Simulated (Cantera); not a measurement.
A closed system holds: 1 mol c-C₄F₈, equilibrated at 0.480 bar.

Equilibrium computed with Cantera from the NASA thermochemical tables; the gas is ideal and each condensed phase is pure. Candidate condensed phases: C; 13 gas species. The feed counts by its element totals alone. Gases not in the tables: C₂F₆ and larger saturated fluorocarbons. Kinetics and transport are ignored.

### Question
What share of the C ends up in condensed phases as a function of T (K), at 1548, 1698, 1848, 1998, 2148, 2298, 2448, 2598, 2748, 2898?

### Answer
| T (K) | C condensed (%) | as |
|---|---|---|
| 1548 | 50.0 | C(graphite) |
| 1698 | 50.0 | C(graphite) |
| 1848 | 49.9 | C(graphite) |
| 1998 | 49.6 | C(graphite) |
| 2148 | 48.7 | C(graphite) |
| 2298 | 46.6 | C(graphite) |
| 2448 | 42.3 | C(graphite) |
| 2598 | 34.9 | C(graphite) |
| 2748 | 26.9 | C(graphite) |
| 2898 | 24.2 | C(graphite) |
